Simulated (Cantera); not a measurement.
Cantera run:

```python
import numpy as np
import cantera as ct

gas_names = """
    CL CL2 H HCL H2 Si SiCL SiCL2 SiCL3 SiCL4 SiH SiHCL3 SiH2 SiH2CL2 SiH3 SiH3CL SiH4 Si2 Si3
""".split()
cond_names = """
    Si(cr) Si(L)
""".split()


# ... load() reads the species with a 1 bar reference pressure and builds the phases ...
atoms = {
    'SiH4': {'Si': 1, 'H': 4},
    'H2': {'H': 2},
    'HCl': {'H': 1, 'CL': 1},
}
top_T = {}  # K; cautious upper limits of use, not melting points


# ... equilibrate(T, P, feed) seeds the gas with the atoms and calls Mixture.equilibrate('TP', solver="vcs", rtol=1e-11, max_steps=5000) ...
results = []
feed = {'SiH4': 1, 'H2': 22, 'HCl': 1.5}  # mol
P = 470  # Pa
for T in [873, 1023, 1173, 1323, 1473, 1623, 1773]:
    mix = equilibrate(T, P, feed)
    results.append((T, P, feed, dict(zip(mix.species_names, mix.species_moles))))
    x = sorted(zip(gas.X, gas.species_names), reverse=True)
    print(f"T = {T:g} K  P = {P:g} Pa  gas = {mix.phase_moles(0):.4g} mol")
    print("   x: " + "  ".join(f"{s} {v:.3e}" for v, s in x if v > 1e-05))
    print("   condensed (mol): " + ("  ".join(f"{mix.phase(i).name} {mix.phase_moles(i):.4g}"
          for i in range(1, mix.n_phases) if mix.phase_moles(i) > 1e-12) or "none"))
```

Result:

```
T = 873 K  P = 470 Pa  gas = 25.15 mol
   x: H2 9.786e-01  SiCL4 1.064e-02  HCL 7.573e-03  SiHCL3 2.946e-03  SiCL3 1.160e-04  SiH2CL2 7.431e-05  SiCL2 7.427e-05
   condensed (mol): Si(cr) 0.6515
T = 1023 K  P = 470 Pa  gas = 25.3 mol
   x: H2 9.638e-01  HCL 2.680e-02  SiCL4 5.684e-03  SiHCL3 1.730e-03  SiCL2 1.324e-03  SiCL3 5.971e-04  SiH2CL2 5.830e-05
   condensed (mol): Si(cr) 0.7623
T = 1173 K  P = 470 Pa  gas = 25.47 mol
   x: H2 9.495e-01  HCL 4.428e-02  SiCL2 4.697e-03  SiCL4 6.406e-04  SiCL3 5.525e-04  SiHCL3 3.201e-04  SiH2CL2 2.048e-05
   condensed (mol): Si(cr) 0.8413
T = 1323 K  P = 470 Pa  gas = 25.5 mol
   x: H2 9.477e-01  HCL 4.591e-02  SiCL2 6.081e-03  SiCL3 1.794e-04  SiHCL3 3.031e-05  SiCL4 2.894e-05  H 2.252e-05
   condensed (mol): Si(cr) 0.8387
T = 1473 K  P = 470 Pa  gas = 25.5 mol
   x: H2 9.479e-01  HCL 4.510e-02  SiCL2 6.746e-03  H 1.797e-04  SiCL3 6.371e-05
   condensed (mol): Si(cr) 0.826
T = 1623 K  P = 470 Pa  gas = 25.51 mol
   x: H2 9.475e-01  HCL 4.421e-02  SiCL2 7.216e-03  H 9.813e-04  CL 3.607e-05  Si 3.328e-05  SiCL 2.871e-05  SiCL3 2.699e-05
   condensed (mol): Si(cr) 0.8133
T = 1773 K  P = 470 Pa  gas = 25.57 mol
   x: H2 9.436e-01  HCL 4.472e-02  SiCL2 6.810e-03  H 4.031e-03  Si 4.532e-04  CL 1.468e-04  SiCL 1.457e-04  SiH 3.726e-05  SiH2 2.328e-05  SiCL3 1.224e-05
   condensed (mol): Si(L) 0.8085
```

Cantera equilibrium calculation (NASA polynomials, part measured and part estimated; ideal gas, pure solids and liquids). The tables' values for SiCl3, SiCl are old estimates; treat these amounts as uncertain. Gases not in the tables: Si2H6 and higher silanes.
